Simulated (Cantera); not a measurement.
A perfectly stirred reactor is fed with H₂ : O₂ : N₂ = 1.7 : 1 : 0.51 (molar parts), at 11000 Pa; it is held at 1198 K, and followed from long to short residence time.

Model: the H2/O2 subset of GRI-Mech 3.0, which has no nitrogen chemistry, integrated in Cantera. The temperature is held fixed by assumption; the heat of reaction is taken as removed at once.

**Question.** Predict: x(H₂) at τ = 5.30 s; x(O₂) at τ = 5.30 s; x(O) at τ = 5.30 s; x(OH) at τ = 5.30 s; x(H₂O₂) at τ = 5.30 s; x(H₂) at τ = 41.0 ms; x(O₂) at τ = 41.0 ms; x(O) at τ = 41.0 ms; x(OH) at τ = 41.0 ms; x(H₂O₂) at τ = 41.0 ms.

**Answer.** 
```json
{
  "x(H₂) at τ = 5.30 s": "0.000409",
  "x(O₂) at τ = 5.30 s": "0.0636",
  "x(O) at τ = 5.30 s": "3.78e-5",
  "x(OH) at τ = 5.30 s": "0.000431",
  "x(H₂O₂) at τ = 5.30 s": "9.04e-7",
  "x(H₂) at τ = 41.0 ms": "0.00935",
  "x(O₂) at τ = 41.0 ms": "0.0673",
  "x(O) at τ = 41.0 ms": "0.00106",
  "x(OH) at τ = 41.0 ms": "0.00226",
  "x(H₂O₂) at τ = 41.0 ms": "4.14e-6"
}
```
